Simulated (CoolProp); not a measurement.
Aqueous magnesium chloride as a coolant, at 17 °C, 1 atm.

Values from CoolProp's Melinder's fits for secondary coolants.

| mass % | freezing point (°C) | conductivity (W/(m K)) | density (kg/m³) | cp (kJ/(kg K)) | viscosity (mPa s) |
|---|---|---|---|---|---|
| 4.8 | -2.9 | 0.583 | 1039 | ___ | 1.30 |
| 7.9 | -5.6 | 0.576 | 1066 | ___ | 1.45 |
| 11 | -9.8 | 0.568 | 1093 | 3.548 | 1.73 |
| 14.1 | -15.1 | 0.560 | ___ | 3.384 | 2.07 |
| 17.2 | -21.5 | 0.551 | 1149 | ___ | 2.37 |
| 20.3 | -29.6 | 0.542 | 1179 | 3.088 | 2.93 |
| 23.3 | -41.0 | 0.531 | 1211 | 2.952 | 5.62 |
| 26.4 | -60.0 | ___ | ___ | 2.798 | ___ |
| 29.5 | -92.9 | 0.483 | ___ | 2.602 | 3360 |

Q: What belongs in the gaps?

A: 
- 4.8, cp (kJ/(kg K)): 3.902
- 7.9, cp (kJ/(kg K)): 3.723
- 14.1, density (kg/m³): 1121
- 17.2, cp (kJ/(kg K)): 3.231
- 26.4, conductivity (W/(m K)): 0.514
- 26.4, density (kg/m³): 1249
- 26.4, viscosity (mPa s): 37.9
- 29.5, density (kg/m³): 1297
